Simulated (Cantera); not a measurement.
**Formation from one mole of F₂**

Cantera with NASA thermochemical tables; ideal gases at 1 bar, condensed phases pure. Values are per mole of reaction as written; species without (g) are pure solids or liquids, kept so even where they would boil at 1 bar. The tables' values for C₂F₄ are old estimates.

C + F₂(g) ⇌ 0.5 C₂F₄(g)

| T (K) | ΔH° (kJ) | ΔS° (J/K) | ΔG° (kJ) | log10 K |
|---|---|---|---|---|
| 300 | -329.3 | -58.5 | -311.7 | 54.28 |
| 1623 | -327.5 | -56.3 | -236.1 | 7.60 |
| 1773 | -327.3 | -56.2 | -227.7 | 6.71 |
| 1923 | -327.2 | -56.1 | -219.3 | 5.96 |
| 2073 | -327.1 | -56.1 | -210.9 | 5.31 |
| 2223 | -327.0 | -56.0 | -202.5 | 4.76 |
| 2373 | -326.8 | -56.0 | -194.1 | 4.27 |
| 2523 | -326.7 | -55.9 | -185.7 | 3.84 |
| 2673 | -326.6 | -55.9 | -177.3 | 3.46 |
| 2823 | -326.5 | -55.8 | -168.9 | 3.13 |

0.5 C + F₂(g) ⇌ 0.5 CF₄(g)

```
T (K)  ΔH° (kJ)  ΔS° (J/K)  ΔG° (kJ)  log10 K
-----  --------  ---------  --------  -------
300      -466.6      -75.0    -444.1    77.32
1623     -466.0      -75.5    -343.4    11.05
1773     -465.7      -75.4    -332.1     9.78
1923     -465.5      -75.3    -320.8     8.71
2073     -465.3      -75.2    -309.5     7.80
2223     -465.1      -75.1    -298.2     7.01
2373     -464.9      -75.0    -287.0     6.32
2523     -464.6      -74.9    -275.7     5.71
2673     -464.4      -74.8    -264.5     5.17
2823     -464.1      -74.7    -253.3     4.69
```

0.6667 C + F₂(g) ⇌ 0.6667 CF₃(g)

| T (K) | ΔH° (kJ) | ΔS° (J/K) | ΔG° (kJ) | log10 K |
|---|---|---|---|---|
| 300 | -313.5 | -29.9 | -304.6 | 53.03 |
| 1623 | -315.1 | -32.4 | -262.5 | 8.45 |
| 1773 | -315.3 | -32.5 | -257.6 | 7.59 |
| 1923 | -315.5 | -32.6 | -252.7 | 6.86 |
| 2073 | -315.7 | -32.7 | -247.8 | 6.24 |
| 2223 | -315.9 | -32.8 | -242.9 | 5.71 |
| 2373 | -316.1 | -32.9 | -238.0 | 5.24 |
| 2523 | -316.3 | -33.0 | -233.0 | 4.82 |
| 2673 | -316.5 | -33.1 | -228.1 | 4.46 |
| 2823 | -316.7 | -33.1 | -223.1 | 4.13 |

Cu + F₂(g) ⇌ CuF₂(g)

```
T (K)  ΔH° (kJ)  ΔS° (J/K)  ΔG° (kJ)  log10 K  condensed phases
-----  --------  ---------  --------  -------  ----------------
300      -267.0       31.1    -276.3    48.11             Cu(s)
1623     -292.9        6.8    -303.9     9.78             Cu(l)
1773     -294.9        5.6    -304.8     8.98             Cu(l)
1923     -296.8        4.6    -305.6     8.30             Cu(l)
2073     -298.7        3.6    -306.2     7.72             Cu(l)
2223     -300.6        2.7    -306.7     7.21             Cu(l)
2373     -302.3        2.0    -307.0     6.76             Cu(l)
2523     -304.0        1.3    -307.3     6.36             Cu(l)
2673     -305.6        0.7    -307.4     6.01             Cu(l)
2823     -307.1        0.1    -307.5     5.69             Cu(l)
```
